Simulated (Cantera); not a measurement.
## Equilibrium for boron, boron nitride and boron oxide: borazine + O2 + H2

A closed system holds: 1 mol borazine, 0.35 mol O2, 1.9 mol H2, at 1200 Pa.

Equilibrium computed with Cantera from the NASA thermochemical tables; the gas is ideal and each condensed phase is pure. Candidate condensed phases: B, BN, B2O3, B3O3H3, H2O; 39 gas species. The feed counts by its element totals alone. Mutual solubility and eutectic melting of coexisting phases are not modelled. The tables' values for BH2 are old estimates; treat these amounts as uncertain. Rates play no part.

| T (K) | x H2 | x HBO | x N2 | x B2O3 | x B2O2 | x HBO2 | x BO | x H | n BN(s) | n B2O3(l) |
|---|---|---|---|---|---|---|---|---|---|---|
| 1150 | 0.954 | 4.10e-6 | 0.0452 | 1.39e-7 | 4.58e-10 | 9.60e-5 | 1.39e-10 | 6.65e-7 | 2.54 | 0.232 |
| 1250 | 0.954 | 4.65e-5 | 0.0452 | 3.67e-6 | 3.82e-8 | 0.000391 | 8.32e-9 | 4.31e-6 | 2.54 | 0.231 |
| 1350 | 0.953 | 0.000363 | 0.0451 | 5.86e-5 | 1.63e-6 | 0.00127 | 2.68e-7 | 2.12e-5 | 2.54 | 0.227 |
| 1450 | 0.948 | 0.00212 | 0.0449 | 0.000626 | 4.06e-5 | 0.00347 | 5.28e-6 | 8.41e-5 | 2.54 | 0.213 |
| 1550 | 0.931 | 0.00969 | 0.0451 | 0.00486 | 0.000659 | 0.00816 | 7.01e-5 | 0.000277 | 2.53 | 0.159 |
| 1650 | 0.880 | 0.0312 | 0.0479 | 0.0197 | 0.00572 | 0.0131 | 0.000588 | 0.000778 | 2.48 | 0 |
| 1750 | 0.860 | 0.0500 | 0.0540 | 0.0124 | 0.0122 | 0.00659 | 0.00216 | 0.00197 | 2.41 | 0 |
| 1850 | 0.841 | 0.0646 | 0.0588 | 0.00503 | 0.0173 | 0.00256 | 0.00585 | 0.00451 | 2.34 | 0 |
| 1950 | 0.827 | 0.0704 | 0.0609 | 0.00141 | 0.0176 | 0.000801 | 0.0123 | 0.00952 | 2.31 | 0 |
x: gas mole fraction; n: condensed amount in mol.

From 1150 K to 1550 K the condensed part is BN(s) + B2O3(l). From 1650 K to 1950 K the condensed part is BN(s). The main B-bearing gas is HBO2 at 1150 K and HBO at 1950 K. The share of B in condensed phases is highest at 1150 K (100.0 %) and lowest at 1950 K (77.1 %).
